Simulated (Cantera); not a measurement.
Charge: 1 mol Ti, 0.26 mol O2, 3.6 mol H2, equilibrated at 1500 °C.

These are equilibrium values from Cantera (NASA tables, ideal gas, pure condensed phases), not measurements of a reactor. Candidate condensed phases: H2O, Ti, TiO, TiO2, Ti2O3, Ti3O5, Ti4O7; 12 gas species. Mutual solubility and eutectic melting of coexisting phases are not modelled. TiO: taken at fixed stoichiometry. Condensed phases not in the tables: N, O or C dissolved in the metal. Rates play no part.

x: gas mole fraction; n: condensed amount in mol.

```
P (Pa)   x H2       x H     x Ti    x TiO    x H2O    x TiO2  n Ti(β)  n TiO(s)
------  -----  --------  -------  -------  -------  --------  -------  --------
10      0.969    0.0280  0.00309  9.77e-5  1.72e-7   2.95e-9    0.469     0.520
37      0.984       [?]      [?]      [?]  1.75e-7       [?]    0.477     0.520
140     0.992       [?]      [?]      [?]  1.76e-7       [?]    0.479     0.520
520     0.996   0.00394  5.93e-5  1.88e-6  1.77e-7  5.68e-11    0.480     0.520
1900    0.998   0.00206  1.62e-5  5.14e-7  1.77e-7  1.56e-11    0.480     0.520
7200    0.999   0.00106  4.29e-6  1.36e-7  1.77e-7  4.10e-12    0.480     0.520
27000   0.999  0.000548  1.14e-6  3.62e-8  1.77e-7  1.09e-12    0.480     0.520
100000  1.000  0.000285  3.09e-7  9.77e-9  1.77e-7    <1e-12    0.480     0.520
```

**Question.** What belongs in the gaps?

**Answer.** 
- 37, x H: 0.0147
- 37, x Ti: 0.000834
- 37, x TiO: 2.64e-5
- 37, x TiO2: 7.99e-10
- 140, x H: 0.00758
- 140, x Ti: 0.000220
- 140, x TiO: 6.98e-6
- 140, x TiO2: 2.11e-10
